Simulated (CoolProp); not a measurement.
Saturation properties of carbon monoxide (Tc = 132.9 K, pc = 34.98 bar, ω = 0.050).

The numbers come from the reference Helmholtz-energy equation of state, Lemmon 2006 in CoolProp. It is a short technical equation, of lower accuracy than the large ones.

```csv
T (K),p (bar),liquid density (kg/m³),vapour density (kg/m³),enthalpy of vaporisation (kJ/kg)
94.5,___,733.6,14.01,194.6
97.7,___,717.5,17.91,188.7
100.9,5.815,___,22.62,182.4
104.2,7.334,682.3,28.45,175.3
107.4,9.062,663.5,35.25,167.8
110.6,11.06,643.6,___,159.5
113.8,___,622.1,53.18,150.3
117.1,___,598.0,65.50,139.6
120.3,19.06,572.0,___,127.7
123.5,22.43,___,99.16,113.8
```

Q: Fill in the missing entries.

A: 
- 94.5, p (bar): 3.537
- 97.7, p (bar): 4.573
- 100.9, liquid density (kg/m³): 700.6
- 110.6, vapour density (kg/m³): 43.38
- 113.8, p (bar): 13.36
- 117.1, p (bar): 16.07
- 120.3, vapour density (kg/m³): 80.31
- 123.5, liquid density (kg/m³): 542.3

It boils at 81.6 K under 1 atm.
